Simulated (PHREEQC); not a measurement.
# Geothermal or formation water (model solution)

Model water analysis in mmol/kgw, 75 °C, pH 6.57, pe 12.8:

```tsv
constituent	mmol/kgw
Na	158
K	37.9
Ca	16.4
Mg	12
Cl	211
S(6)	23.7
Alkalinity (meq/kgw)	0.214
O(0) (counted as O atoms)	0.52
Si	0.09
Br	0.507
```

Cl is adjusted to close the charge balance.
Valence states are taken as typed.

The numbers come from PHREEQC with the ion-association model, phreeqc.dat.

No solid was allowed to form.

What ionic strength, activity of water does the model give?

ionic strength 0.269 mol/kgw; activity of water 0.992.

In which forms is Na present?

Na+ 98 %, NaSO4- 1.9 % of the Na.

Species that the database lacks are ignored. Away from 25 °C the constants follow the database's enthalpies or fits; those with neither stay at their 25 °C values.
